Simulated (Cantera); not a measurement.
Standard-state values (1 bar) from the NASA 1993 polynomials, evaluated with Cantera. Values are per mole of reaction as written; species without (g) are pure solids or liquids, kept so even where they would boil at 1 bar.

2 N₂O(g) + 2 B₂O₂(g) = 3 O₂(g) + 4 BN

```tsv
T (K)	ΔH° (kJ)	ΔS° (J/K)	ΔG° (kJ)	log10 K
1948	-236.0	-242.6	236.6	-6.34
2048	-234.0	-241.6	260.8	-6.65
2148	-231.9	-240.6	284.9	-6.93
2248	___	___	___	___
2348	___	___	___	___
2448	-226.0	-238.0	356.7	-7.61
2548	-224.1	-237.3	380.5	-7.80
2648	___	___	___	___
2748	-220.4	-235.9	427.8	-8.13
2848	-218.6	-235.2	451.3	-8.28
```

Question: Complete the blanks.

Answer: 
- 2248, ΔH° (kJ): -229.9
- 2248, ΔS° (J/K): -239.7
- 2248, ΔG° (kJ): 308.9
- 2248, log10 K: -7.18
- 2348, ΔH° (kJ): -227.9
- 2348, ΔS° (J/K): -238.8
- 2348, ΔG° (kJ): 332.9
- 2348, log10 K: -7.41
- 2648, ΔH° (kJ): -222.2
- 2648, ΔS° (J/K): -236.5
- 2648, ΔG° (kJ): 404.2
- 2648, log10 K: -7.97
